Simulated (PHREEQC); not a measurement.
Consider water at 70 °C with 0.21 mol HBr, 5.6e-05 mol CaCl2 and 3e-05 mol MnSO4 per kg of water. It is in equilibrium with CO2 at log p = -3.4 (atm). Otherwise closed; pH follows from the charge balance.

Computed with PHREEQC (ion-association model, wateq4f.dat).

No solid was allowed to form.

### Question
What pH does the model give?

### Answer
pH 0.79.

### Question
In which forms is S present?

### Answer
HSO4- 95 %, SO4-2 5.2 % of the S.

Constants without temperature data keep their 25 °C values here.
